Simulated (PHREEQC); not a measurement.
LiOH is added in steps, without added water, to 1 kg of water holding 0.0025 mol/kgw Cu(NO3)2, 0.00043 mol/kgw HBF4 and 5.4e-05 mol/kgw KCl, at 11 °C. Oxygen is held at 0.21 atm. The system is closed to CO2. Only these solids could form: Cu(OH)2, Atacamite, Cu2(OH)3NO3, CuF2:2H2O.

Base run: PHREEQC, ion-association model, wateq4f.dat. Each further column changes one thing. The table gives pH.

```json
[
 {"LiOH added (mol)": "0", "base": "3.08", "Cu(NO3)2 from 0.0025 to 0.00125 mol/kgw": "3.08", "KCl replaced by PbCl2 at the same molality": "3.08", "7.7e-05 mol/kgw Na2CO3 added": "3.14", "no solid may form": "3.08"},
 {"LiOH added (mol)": "0.0015", "base": "4.10", "Cu(NO3)2 from 0.0025 to 0.00125 mol/kgw": "4.11", "KCl replaced by PbCl2 at the same molality": "4.10", "7.7e-05 mol/kgw Na2CO3 added": "4.62", "no solid may form": "4.10"},
 {"LiOH added (mol)": "0.00275", "base": "6.02", "Cu(NO3)2 from 0.0025 to 0.00125 mol/kgw": "6.23", "KCl replaced by PbCl2 at the same molality": "6.02", "7.7e-05 mol/kgw Na2CO3 added": "6.02", "no solid may form": "6.52"},
 {"LiOH added (mol)": "0.00425", "base": "6.15", "Cu(NO3)2 from 0.0025 to 0.00125 mol/kgw": "8.20", "KCl replaced by PbCl2 at the same molality": "6.16", "7.7e-05 mol/kgw Na2CO3 added": "6.16", "no solid may form": "6.93"},
 {"LiOH added (mol)": "0.00575", "base": "6.33", "Cu(NO3)2 from 0.0025 to 0.00125 mol/kgw": "11.50", "KCl replaced by PbCl2 at the same molality": "6.34", "7.7e-05 mol/kgw Na2CO3 added": "6.37", "no solid may form": "7.34"},
 {"LiOH added (mol)": "0.00725", "base": "10.55", "Cu(NO3)2 from 0.0025 to 0.00125 mol/kgw": "11.87", "KCl replaced by PbCl2 at the same molality": "10.14", "7.7e-05 mol/kgw Na2CO3 added": "10.62", "no solid may form": "10.53"},
 {"LiOH added (mol)": "0.0085", "base": "11.58", "Cu(NO3)2 from 0.0025 to 0.00125 mol/kgw": "12.04", "KCl replaced by PbCl2 at the same molality": "11.52", "7.7e-05 mol/kgw Na2CO3 added": "11.59", "no solid may form": "11.56"},
 {"LiOH added (mol)": "0.01", "base": "11.91", "Cu(NO3)2 from 0.0025 to 0.00125 mol/kgw": "12.18", "KCl replaced by PbCl2 at the same molality": "11.87", "7.7e-05 mol/kgw Na2CO3 added": "11.91", "no solid may form": "11.88"}
]
```

At this temperature some constants are extrapolated from 25 °C, and those without enthalpy data are left unchanged. Real BF4- forms and hydrolyses slowly; the run takes it at equilibrium. The database's constant for dissolved Cu(OH)2 is higher than later reviews accept. In at least one series the solution becomes supersaturated in solids that the run did not let form, among them Cu(OH)2, Atacamite, Cu2(OH)3NO3. Solids allowed in the column 'KCl replaced by PbCl2 at the same molality': PbF2, Matlockite, Cu(OH)2, Atacamite, Cu2(OH)3NO3, Litharge, Cotunnite, Laurionite, CuF2:2H2O. Solids allowed in the column '7.7e-05 mol/kgw Na2CO3 added': Cu(OH)2, Malachite, Atacamite, Cu2(OH)3NO3, Halite, Nahcolite, Natron, CuF2:2H2O.
